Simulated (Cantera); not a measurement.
Input (Python, Cantera):

```python
import numpy as np
import cantera as ct

gas = ct.Solution("gri30.yaml")
gas.TPX = 1300, 29000, {'CO': 0.017, 'O2': 0.0036, 'H2O': 0.00033, 'N2': 1}
reactor = ct.IdealGasConstPressureReactor(gas, energy="off", clone=False)
net = ct.ReactorNet([reactor])
net.rtol, net.atol = 1e-08, 1e-18
show = ['CO', 'O2', 'H2O', 'NO', 'HO2', 'N2O', 'CO2']
times = np.geomspace(2e-05, 30, 15)

steps = ct.SolutionArray(gas, extra=["t"])
rows = []
print(f"{'t/s':>10s}{'T/K':>9s}{'P/Pa':>11s}" + "".join(f"{s:>11s}" for s in show))
for t in times:
    while net.time < t:
        t_next = net.step()
        steps.append(gas.state, t=t_next)
    rows.append([np.interp(t, steps.t, y) for y in (steps.T, steps.P, *steps(*show).X.T)])
    print(f"{t:10.3e}{rows[-1][0]:9.1f}{rows[-1][1]:11.4g}" + "".join(f"{x:11.3e}" for x in rows[-1][2:]))
rate = np.gradient(steps.T, steps.t)
print("integrator steps:", len(steps.t))
if steps.T.max() > steps.T[0] + 200:
    print(f"time of steepest temperature rise: {steps.t[rate.argmax()]:.4e} s")
gas.TPX = 1300, 29000, {'CO': 0.017, 'O2': 0.0036, 'H2O': 0.00033, 'N2': 1}
gas.equilibrate("TP")
print(f"equilibrium (TP): T = {gas.T:.1f} K  " + "  ".join(f"{s} {gas[s].X[0]:.3e}" for s in show))
```

It prints:

```
       t/s      T/K       P/Pa         CO         O2        H2O         NO        HO2        N2O        CO2
 2.000e-05   1300.0    2.9e+04  1.665e-02  3.526e-03  3.232e-04  4.428e-20  2.701e-14  9.484e-17  7.257e-11
 5.523e-05   1300.0    2.9e+04  1.665e-02  3.526e-03  3.232e-04  3.648e-19  7.366e-14  4.719e-16  2.005e-10
 1.525e-04   1300.0    2.9e+04  1.665e-02  3.526e-03  3.232e-04  3.226e-18  1.998e-13  2.900e-15  5.554e-10
 4.212e-04   1300.0    2.9e+04  1.665e-02  3.526e-03  3.232e-04  2.950e-17  6.165e-13  2.012e-14  1.551e-09
 1.163e-03   1300.0    2.9e+04  1.665e-02  3.526e-03  3.232e-04  2.553e-16  3.927e-12  1.480e-13  4.487e-09
 3.212e-03   1300.0    2.9e+04  1.665e-02  3.526e-03  3.232e-04  2.172e-15  5.009e-11  1.176e-12  1.553e-08
 8.870e-03   1300.0    2.9e+04  1.665e-02  3.526e-03  3.232e-04  2.870e-14  8.645e-10  1.512e-11  1.249e-07
 2.449e-02   1300.0    2.9e+04  1.663e-02  3.510e-03  3.218e-04  1.059e-11  7.883e-08  2.557e-09  1.983e-05
 6.764e-02   1300.0    2.9e+04  1.208e-02  7.767e-04  1.736e-05  2.032e-06  5.437e-08  1.462e-07  4.593e-03
 1.868e-01   1300.0    2.9e+04  9.646e-03  8.094e-05  4.796e-05  6.149e-06  7.649e-09  2.131e-08  7.057e-03
 5.159e-01   1300.0    2.9e+04  9.468e-03  1.599e-06  1.464e-04  6.283e-06  1.574e-10  1.766e-09  7.241e-03
 1.425e+00   1300.0    2.9e+04  9.490e-03  9.279e-08  1.751e-04  5.919e-06  8.798e-12  1.803e-09  7.220e-03
 3.934e+00   1300.0    2.9e+04  9.497e-03  6.654e-09  1.827e-04  5.219e-06  5.478e-13  6.573e-09  7.214e-03
 1.086e+01   1300.0    2.9e+04  9.498e-03  4.530e-10  1.848e-04  4.262e-06  2.487e-14  1.321e-08  7.213e-03
 3.000e+01   1300.0    2.9e+04  9.497e-03  5.071e-11  1.854e-04  3.317e-06  1.570e-15  1.021e-08  7.213e-03
integrator steps: 2058
equilibrium (TP): T = 1300.0 K  CO 9.494e-03  O2 4.723e-14  H2O 1.857e-04  NO 2.108e-10  HO2 3.868e-19  N2O 8.406e-15  CO2 7.216e-03
```

Model: GRI-Mech 3.0 (53 species, 325 reactions), integrated in Cantera.
